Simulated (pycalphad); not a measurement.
Computed with pycalphad from the COST 507 light-alloy database (1999), at 1 atm. The database dates from 1999; later assessments differ in places, in temperatures and in the compounds included. Amounts are mole fractions of atoms. Kinetics are ignored, which matters at the lower temperatures.

**Question.** Give the equilibrium state of Al-0.22Si-6.59C (at.%) at 1325 K.

**Answer.** 
```
T = 1325.00 K, P = 101325 Pa, N = 1 mol of atoms
G = -68275 J/mol, H = 33854 J/mol, S = 77.08 J/(mol K)  (SER reference)
chemical potentials (J/mol): Al -68152, Si -114263, C -68475
phase             fraction      x(Al)      x(Si)       x(C)
LIQUID              0.8463     0.9974     0.0026   8.61e-06
AL4C3               0.1537     0.5713   9.06e-05     0.4286
```

**Question.** Give the equilibrium state of Al-0.22Si-6.59C (at.%) at 500 K.

**Answer.** FCC_A1, fraction 0.847, with <0.01 Si, <0.01 C at.%; AL4C3, fraction 0.118, with <0.01 Si, 42.9 C at.%; AL8SIC7, fraction 0.035, with 6.2 Si, 43.8 C at.%.

Database names, with the compositions (at.%) that they take in these runs: AL4C3: Al 57 C 43; AL8SIC7: Al 50 C 44 Si 6. FCC_A1 is fcc.
